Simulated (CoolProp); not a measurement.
A single-stage vapour-compression cycle with the fluid: evaporating at 259.15 K (dew point), condensing at 279.15 K (bubble point), superheat 2 K, subcooling 8 K, compressor efficiency 0.9, no pressure losses. The same conditions are run with several fluids, on thermodynamics alone (safety and materials aside).

Computed with CoolProp (reference Helmholtz-energy equation of state of each fluid (isobutane: Bücker 2006; R21: Platzer 1990; R1132(E): Akasaka 2024; dimethyl ether: Wu 2011; fluoroethane (R161): Wu 2012; n-perfluorobutane: Gao 2022)). The equations of Platzer and Polt are older, rougher fits.

| fluid | cooling COP | pressure ratio | discharge temperature (K) | refrigerating effect (kJ/kg) | volumetric capacity (kJ/m³) |
|---|---|---|---|---|---|
| isobutane | 11.4 | 2.08 | 282.9 | 343 | 885 |
| R21 | 11.4 | 2.38 | 299.4 | 240 | 442 |
| R1132(E) | 11.1 | 1.90 | 292.4 | 250 | 4220 |
| dimethyl ether | 11.3 | 2.07 | 291.7 | 428 | 1510 |
| fluoroethane (R161) | 11.2 | 1.98 | 294.4 | 375 | 2380 |
| n-perfluorobutane | 11.3 | 2.27 | 279.2 | 89.9 | 620 |

The compression ends wet for: n-perfluorobutane.
